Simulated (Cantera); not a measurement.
An adiabatic, constant-volume homogeneous reactor starts with H2 : O2 : N2 : NO = 1 : 0.294 : 1.11 : 0.0035 (molar parts), at 1450 K and 44000 Pa.

Cantera simulation using GRI-Mech 3.0 (53 species, 325 reactions); the numbers are that mechanism's predictions, not measurements.

One state of this run: T (K) = 1459; P (bar) = 0.443; x H2 = 0.402; x O2 = 0.117; x NO = 0.00145; x NO2 = 9.92e-8; x H2O2 = 4.28e-7; x HO2 = 1.73e-5; x H = 0.00789. x: mole fraction; the columns are a selection and need not sum to one.

Problem. Which value of t (s) does it belong to?
(A) 8.79e-5
(B) 2.81e-5
(C) 0.0262
(D) 0.256

Solution. B, 2.81e-5
